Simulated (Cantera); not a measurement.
An adiabatic, constant-volume homogeneous reactor starts with 16.6 % CH₄, 17.5 % O₂, 65.9 % N₂, at 1475 K and 9.87 atm.

Computed with Cantera and GRI-Mech 3.0 (53 species, 325 reactions).

Question: Predict: time of steepest temperature rise; temperature at 0.200 s; equilibrium temperature; x(CH₄) at 0.200 s; x(O₂) at 0.200 s; x(HO₂) at 0.200 s; x(CH₃) at 0.200 s.

Answer: 
| Property | Value |
|---|---|
| time of steepest temperature rise | 0.298 ms |
| temperature at 0.200 s | 2875 K |
| equilibrium temperature | 2875 K |
| x(CH₄) at 0.200 s | 1.19e-9 (gas-phase equilibrium 1.34e-9) |
| x(O₂) at 0.200 s | 3.43e-5 (gas-phase equilibrium 3.43e-5) |
| x(HO₂) at 0.200 s | 1.23e-7 (gas-phase equilibrium 1.23e-7) |
| x(CH₃) at 0.200 s | 1.15e-9 (gas-phase equilibrium 1.29e-9) |
